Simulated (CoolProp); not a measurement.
Values from CoolProp's reference Helmholtz-energy equation of state, Thol 2017.

### Question
For octamethyltrisiloxane (MDM), give the phase and the density (kg/m³), cp (kJ/(kg K)), cv (kJ/(kg K)), speed of sound (m/s) at 356.6 K and 908 kPa.

### Answer
- 356.6 K and 908 kPa: liquid; density 757, cp 1.92, cv 1.61, speed of sound 731
